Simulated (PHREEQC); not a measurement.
Dissolve 0.0022 mol CuSO4, 0.00037 mol HCl and 0.0032 mol KCl per kg of water at 25 °C. Closed to the air; pH follows from the charge balance.

Computed with PHREEQC (ion-association model, wateq4f.dat).

This is a speciation only: nothing precipitates in the calculation.

Problem. Order these S species by the share of S that they hold, largest first: SO4-2, HSO4-, CuSO4, KSO4-.

Solution. SO4-2 (83 %), CuSO4 (14 %), HSO4- (1.8 %), KSO4- (1.2 %)

Problem. Order these Cu species by the share of Cu that they hold, largest first: Cu+2, CuCl+, CuSO4.

Solution. Cu+2 (86 %), CuSO4 (14 %), CuCl+ (0.54 %)

The pH is 3.52 and the ionic strength 0.0110 mol/kgw. Species that the database lacks are ignored.
